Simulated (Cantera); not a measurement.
An isothermal, constant-pressure homogeneous reactor starts with NO : N₂ = 1 : 2.3 (molar parts), at 1800 K and 0.0700 bar. Integrator tolerance rtol = 1e-08.

Model: GRI-Mech 3.0 (53 species, 325 reactions), integrated in Cantera.

```json
[
 {"quantity": "x(NO) at 70.0 s", "before": "0.118 (gas-phase equilibrium 0.00365)", "after": "0.292 (gas-phase equilibrium 0.00122)"},
 {"quantity": "x(O₂) at 70.0 s", "before": "0.0926 (gas-phase equilibrium 0.150)", "after": "0.00557 (gas-phase equilibrium 0.151)"},
 {"quantity": "x(N₂O) at 70.0 s", "before": "4.80e-6 (gas-phase equilibrium 5.75e-8)", "after": "2.75e-5 (gas-phase equilibrium 2.04e-8)"},
 {"quantity": "x(O) at 70.0 s", "before": "0.000143 (gas-phase equilibrium 0.000179)", "after": "1.97e-6 (gas-phase equilibrium 8.37e-6)"},
 {"quantity": "x(N₂) at 70.0 s", "before": "0.790 (gas-phase equilibrium 0.847)", "after": "0.703 (gas-phase equilibrium 0.848)"}
]
```

Q: Which change was made?
A) NO 1 to 0.77 parts
B) temperature 1800 to 1823 K
C) temperature 1800 to 1525 K
D) pressure from 0.0700 bar to 0.0267 bar

A: C, temperature 1800 to 1525 K
